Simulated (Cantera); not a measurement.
**Thermodynamics of roasting and sulfation, feed FeS + SO2 + O2**

Input: 1 mol FeS, 3 mol SO2, 7.6 mol O2, held at 1.00 bar.

Method: chemical equilibrium by Gibbs-energy minimisation in Cantera with the NASA 1993 tables (ideal gas, pure condensed phases). Candidate condensed phases: Fe, FeO, FeS, FeSO4, FeS2, Fe2O3, Fe2(SO4)3, Fe3O4, S; 12 gas species. Equilibrium is a limit: real reactors are often held back by kinetics, nucleation or transport.

| T (K) | x O2 | x SO2 | x SO3 | x O | n Fe2(SO4)3(s) | n Fe2O3(s) |
|---|---|---|---|---|---|---|
| 773 | 0.608 | 0.00851 | 0.384 | <1e-12 | 0.500 | 0 |
| 873 | 0.615 | 0.0435 | 0.342 | 1.49e-12 | 0.500 | 0 |
| 973 | 0.631 | 0.124 | 0.246 | 5.37e-11 | 0.500 | 0 |
| 1073 | 0.560 | 0.273 | 0.166 | 9.31e-10 | 0 | 0.500 |
| 1173 | 0.577 | 0.340 | 0.0830 | 1.06e-8 | 0 | 0.500 |
| 1273 | 0.585 | 0.373 | 0.0421 | 8.23e-8 | 0 | 0.500 |
| 1373 | 0.589 | 0.388 | 0.0227 | 4.73e-7 | 0 | 0.500 |
| 1473 | 0.591 | 0.396 | 0.0131 | 2.15e-6 | 0 | 0.500 |
| 1573 | 0.592 | 0.400 | 0.00806 | 8.04e-6 | 0 | 0.500 |
x: gas mole fraction; n: condensed amount in mol.

From 773 K to 973 K the condensed part is Fe2(SO4)3(s). From 1073 K to 1573 K the condensed part is Fe2O3(s).
